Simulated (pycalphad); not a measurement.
Computed with pycalphad from the COST 507 light-alloy database (1999), at 1 atm. The database dates from 1999; later assessments differ in places, in temperatures and in the compounds included. Phase fractions are per mole of atoms. Kinetics are ignored, which matters at the lower temperatures.

Q: Give the equilibrium state of Si-6.99C (at.%) at 700 K.

A: diamond (Si), fraction 0.860, with <0.01 C at.%; CSI, fraction 0.140, with 50.0 C at.%.

Q: Give the equilibrium state of Si-6.99C (at.%) at 1900 K.

A: liquid, fraction 0.861, with 0.02 C at.%; CSI, fraction 0.139, with 50.0 C at.%.

Database names, with the compositions (at.%) that they take in these runs: CSI: Si 50 C 50.
